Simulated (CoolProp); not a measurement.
The numbers come from the reference Helmholtz-energy equation of state, Gao 2022 in CoolProp.

Q: For n-perfluorohexane, give the phase and the Z, cv (kJ/(kg K)), speed of sound (m/s), isothermal compressibility (1/MPa) at 117.35 °C and 2.37 bar; 124.55 °C and 2.37 bar.

A: 
- 117.35 °C and 2.37 bar: gas; Z 0.917, cv 0.925, speed of sound 91.3, isothermal compressibility 4.63
- 124.55 °C and 2.37 bar: gas; Z 0.923, cv 0.933, speed of sound 92.7, isothermal compressibility 4.60
